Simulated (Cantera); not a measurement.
Charge: 1 mol SiC, 0.0049 mol O2, 1.4 mol H2, at 1802 °C and 0.000870 bar.

These are equilibrium values from Cantera (NASA tables, ideal gas, pure condensed phases), not measurements of a reactor. Candidate condensed phases: C, C6H6, C7H8, C8H18, H2O, Si, SiC, SiO2; 123 gas species. Gases not in the tables: Si2H6 and higher silanes. Rates play no part.

Base state: H2 0.897, H 0.0855, Si 0.00857, CO 0.00651, C2H2 (acetylene) 0.00107, SiC2 0.000476, Si2C 0.000319, SiH 0.000137 (mole fractions); condensed: SiC(s).

What changes in the equilibrium state with this change: O2 from 0.0049 to 0.041 mol?


```json
[
 {"species": "H2", "before": "0.897", "after": "0.831"},
 {"species": "H", "before": "0.0855", "after": "0.0823"},
 {"species": "CO", "before": "0.00651", "after": "0.0433"},
 {"species": "Si", "before": "0.00857", "after": "0.0338"},
 {"species": "SiO", "before": "7.49e-5", "after": "0.00774"},
 {"species": "C2H2 (acetylene)", "before": "0.00107", "after": "6.35e-5"},
 {"species": "Si2", "before": "7.74e-6", "after": "0.000120"},
 {"species": "SiC(s), mol", "before": "0.985", "after": "0.928"}
]
```

What changes in the equilibrium state with this change: temperature from 1802 °C to 975 °C?


| species | before | after |
|---|---|---|
| H2 | 0.897 | 0.997 |
| CO | 0.00651 | 0.00249 |
| SiO | 7.49e-5 | 0.000478 |
| H | 0.0855 | 1.59e-5 |
| Si | 0.00857 | <1e-9 |
| C2H2 (acetylene) | 0.00107 | <1e-9 |
| SiC2 | 0.000476 | <1e-9 |
| Si2C | 0.000319 | <1e-9 |
| SiC(s), mol | 0.985 | 0.997 |
| SiO2(β-quartz), mol | 0 | 0.00282 |
Mutual solubility and eutectic melting of coexisting phases are not modelled. The tables hold silica as quartz up to 1696 K and as liquid above; real silica turns to tridymite and cristobalite and melts near 1996 K.
